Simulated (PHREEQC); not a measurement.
# Acid rinse or clean: speciation

Make-up at 65 °C: 21 mmol/kgw HF and 0.12 mmol/kgw CaCl2. Closed to the air; pH follows from the charge balance.

All values are PHREEQC results (ion-association model, wateq4f.dat), not measurements.

Each row changes one thing in this solution. This is a speciation only: nothing precipitates in the calculation.

```json
[
 {"case": "as made", "pH": "2.61", "ionic strength (mol/kgw)": "0.00295"},
 {"case": "0.0022 mol/kgw H2SeO4 added", "pH": "2.32", "ionic strength (mol/kgw)": "?"},
 {"case": "CaCl2 replaced by FeCl3 at the same molality", "pH": "2.59", "ionic strength (mol/kgw)": "0.00278"},
 {"case": "HF from 0.021 to 0.0042 mol/kgw", "pH": "?", "ionic strength (mol/kgw)": "0.00139"},
 {"case": "0.024 mol/kgw NaOH added", "pH": "?", "ionic strength (mol/kgw)": "0.0241"},
 {"case": "HF left out", "pH": "6.46", "ionic strength (mol/kgw)": "0.000360"},
 {"case": "diluted 100-fold with water", "pH": "3.85", "ionic strength (mol/kgw)": "0.000148"},
 {"case": "HF from 0.021 to 0.0315 mol/kgw", "pH": "2.51", "ionic strength (mol/kgw)": "0.00362"}
]
```

Question: Fill in the missing entries.

Answer: 
- 0.0022 mol/kgw H2SeO4 added, ionic strength (mol/kgw): 0.00709
- HF from 0.021 to 0.0042 mol/kgw, pH: 3.00
- 0.024 mol/kgw NaOH added, pH: 10.32

Species that the database lacks are ignored. Some of these states are supersaturated (in Fluorite, Hematite (slow to form), for instance). Away from 25 °C the constants follow the database's enthalpies or fits; those with neither stay at their 25 °C values.
